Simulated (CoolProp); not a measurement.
Values from CoolProp's reference Helmholtz-energy equation of state, Thol 2015.

### Question
For octamethylcyclotetrasiloxane (D4), give the phase and the Z, expansivity (1/kK), fugacity coefficient at 610 K and 12.2 bar; 610 K and 21.4 bar.

### Answer
- 610 K and 12.2 bar: gas; Z 0.654, expansivity 7.45, fugacity coefficient 0.738
- 610 K and 21.4 bar: supercritical; Z 0.309, expansivity 17.0, fugacity coefficient 0.547
